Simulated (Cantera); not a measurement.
## Pyrogenic steam for wet oxidation

A perfectly stirred reactor is fed with 32.0 % H₂, 43.3 % O₂, 24.7 % N₂, equivalence ratio 0.37, at 0.133 bar; it is held at 1123 K, and followed from long to short residence time.

Computed with Cantera and the H2/O2 subset of GRI-Mech 3.0, which has no nitrogen chemistry. The temperature is held fixed by assumption; the heat of reaction is taken as removed at once.

| τ (s) | x H₂ | x O₂ | x HO₂ | x H₂O | x H |
|---|---|---|---|---|---|
| 2.1 | 0.000295 | 0.325 | 9.21e-6 | 0.381 | 5.83e-6 |
| 1.1 | 0.000454 | 0.325 | 1.31e-5 | 0.381 | 1.12e-5 |
| 0.57 | 0.000700 | 0.325 | 1.83e-5 | 0.380 | 2.16e-5 |
| 0.29 | 0.00108 | 0.325 | 2.50e-5 | 0.380 | 4.24e-5 |
| 0.15 | 0.00165 | 0.325 | 3.27e-5 | 0.379 | 8.21e-5 |
| 0.078 | 0.00247 | 0.325 | 4.11e-5 | 0.378 | 0.000158 |
| 0.040 | 0.00370 | 0.325 | 5.02e-5 | 0.376 | 0.000307 |
| 0.021 | 0.00540 | 0.325 | 5.89e-5 | 0.374 | 0.000581 |
| 0.011 | 0.00784 | 0.326 | 6.71e-5 | 0.370 | 0.00110 |
| 0.0055 | 0.0116 | 0.326 | 7.47e-5 | 0.364 | 0.00217 |
| 0.0028 | 0.0168 | 0.327 | 8.05e-5 | 0.356 | 0.00418 |
x: mole fraction; the columns are a selection and need not sum to one.
